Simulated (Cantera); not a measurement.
Charge: 1 mol Si₃H₈, 0.11 mol HCl, 140 mol N₂, held at 1300 K and 750 Torr.

Cantera equilibrium calculation (NASA polynomials, part measured and part estimated; ideal gas, pure solids and liquids). Candidate condensed phases: NH₄Cl, Si, Si₃N₄; 28 gas species. The feed counts by its element totals alone. N₂ is the only nitrogen source here; it is nearly inert below about 1500 K, so the nitride shown seldom forms there in practice. Rates play no part.

What is the equilibrium state?


```json
{
  "x(N₂)": "0.971",
  "x(H₂)": "0.0281",
  "x(HCl)": "0.000774",
  "n(Si₃N₄(s))": "1.00 mol",
  "gas_amount": "142.1 mol",
  "log10 activity of Si(s) (absent)": "-4.19"
}
```
